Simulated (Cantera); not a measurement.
A Cantera script and what it prints.

```python
import numpy as np
import cantera as ct

gas_names = [...]  # 136 gases of nasa_gas.yaml made of C, H, N, O
cond_names = """
    C(gr) C6H6(L) C7H8(L) C8H18(L),n-octa H2O(s) H2O(L)
""".split()


# ... load() reads the species with a 1 bar reference pressure and builds the phases ...
atoms = {
    'CO': {'C': 1, 'O': 1},
    'NH3': {'N': 1, 'H': 3},
    'N2': {'N': 2},
    'CO2': {'C': 1, 'O': 2},
}
top_T = {'C(gr)': 4500}  # K; cautious upper limits of use, not melting points


# ... equilibrate(T, P, feed) seeds the gas with the atoms and calls Mixture.equilibrate('TP', solver="vcs", rtol=1e-11, max_steps=5000) ...
results = []
feed = {'CO': 1, 'NH3': 3, 'N2': 21, 'CO2': 0.099}  # mol
P = 100000  # Pa
for T in [873, 973, 1073, 1173, 1273, 1373, 1473, 1573, 1673, 1773, 1873]:
    mix = equilibrate(T, P, feed)
    results.append((T, P, feed, dict(zip(mix.species_names, mix.species_moles))))

top = {s: max(r[3][s] / sum(r[3][g] for g in gas_names) for r in results) for s in gas_names}
cols = sorted((s for s in top if top[s] > 0.0001), key=lambda s: -top[s])[:9]
seen = [c for c in cond_names if any(r[3].get(c, 0) > 1e-12 for r in results)]
print("log10 of partial pressures in bar; condensed amounts in mol")
print(f"{'T/K':>10s}" + "".join(f"{s[:9]:>10s}" for s in cols + seen))
for T, P, feed, n in results:
    ng = sum(n[g] for g in gas_names)
    print(f"{T:10.4g}" + "".join(f"{np.log10(max(n[s] / ng * P / 1e5, 1e-99)):10.3f}" for s in cols)
          + "".join(f"{n.get(c, 0):10.4g}" for c in seen))
```

It prints:

```
log10 of partial pressures in bar; condensed amounts in mol
       T/K        N2        H2        CO       H2O       CH4       CO2         H     C(gr)
       873    -0.087    -0.870    -1.674    -1.915    -2.087    -2.292   -10.765     0.151
       973    -0.094    -0.818    -1.451    -2.370    -2.634    -2.796    -9.375         0
      1073    -0.096    -0.805    -1.420    -2.520    -3.539    -3.100    -8.256         0
      1173    -0.096    -0.804    -1.414    -2.525    -4.462    -3.240    -7.330         0
      1273    -0.097    -0.804    -1.413    -2.512    -5.264    -3.340    -6.549         0
      1373    -0.097    -0.804    -1.412    -2.502    -5.950    -3.423    -5.880         0
      1473    -0.097    -0.804    -1.411    -2.494    -6.541    -3.495    -5.300         0
      1573    -0.097    -0.804    -1.411    -2.489    -7.055    -3.556    -4.793         0
      1673    -0.097    -0.805    -1.410    -2.484    -7.506    -3.610    -4.346         0
      1773    -0.097    -0.805    -1.410    -2.481    -7.903    -3.656    -3.948         0
      1873    -0.097    -0.805    -1.410    -2.479    -8.257    -3.697    -3.593         0
```

Cantera equilibrium calculation (NASA polynomials, part measured and part estimated; ideal gas, pure solids and liquids).
